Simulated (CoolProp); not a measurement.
Vapour pressure (MPa) of toluene: the reference equation beside estimates from Tc = 591.7 K, pc = 4.126 MPa, ω = 0.266. Clausius-Clapeyron is anchored at 489.5 K with a constant enthalpy of vaporisation of 25.26 kJ/mol.

Computed with CoolProp (reference Helmholtz-energy equation of state, Lemmon 2006). It is a short technical equation, of lower accuracy than the large ones.

| T (K) | reference | Lee-Kesler | Clausius-Clapeyron | van der Waals | Redlich-Kwong | Peng-Robinson |
|---|---|---|---|---|---|---|
| 468.2 | 0.6863 | 0.6933 | 0.7485 | 1.503 | 0.9377 | 0.6873 |
| 478.8 | 0.8282 | 0.8369 | 0.8641 | 1.667 | 1.099 | 0.8307 |
| 489.5 | 0.9927 | 1.003 | 0.9927 | 1.843 | 1.281 | 0.9972 |
| 500.1 | 1.178 | 1.190 | 1.132 | 2.029 | 1.481 | 1.186 |
| 510.8 | 1.391 | 1.404 | 1.286 | 2.228 | 1.702 | 1.402 |
| 521.4 | 1.629 | 1.644 | 1.451 | 2.437 | 1.943 | 1.644 |
| 532.1 | 1.900 | 1.915 | 1.632 | 2.660 | 2.207 | 1.918 |
| 542.7 | 2.200 | 2.215 | 1.824 | 2.892 | 2.492 | 2.223 |

Absolute difference from the reference over all 8 rows, mean and median: Lee-Kesler 0.9 and 1.0 %, Clausius-Clapeyron 8.4 and 8.3 %, van der Waals 69.9 and 66.2 %, Redlich-Kwong 24.4 and 24.0 %, Peng-Robinson 0.7 and 0.7 %.
